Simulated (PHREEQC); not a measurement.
Make-up at 20 °C: 0.0023 mol KHSO4, 0.00079 mol NaH2PO4 and 0.075 mol HNO3 per kg of water. Closed to the air; pH follows from the charge balance.

The numbers come from PHREEQC with the ion-association model, wateq4f.dat.

| Property | Value |
|---|---|
| pH | 1.20 |
| ionic strength | 0.0786 mol/kgw |
| total alkalinity | -77.3 meq/kg |

| species | molality | activity | log γ |
|---|---|---|---|
| NO3- | 0.0750 | 0.0581 | -0.111 |
| H+ | 0.0749 | 0.0627 | -0.078 |
| K+ | 0.00230 | 0.00180 | -0.106 |
| HSO4- | 0.00169 | 0.00134 | -0.100 |
| Na+ | 0.000789 | 0.000630 | -0.098 |
| H3PO4 | 0.000689 | 0.000702 | 0.008 |
| SO4-2 | 0.000604 | 0.000245 | -0.392 |
| H2PO4- | 0.000101 | 8.09e-5 | -0.095 |

No solid was allowed to form. H3PO4, which wateq4f.dat lacks, is added to it with the constant of phreeqc.dat.
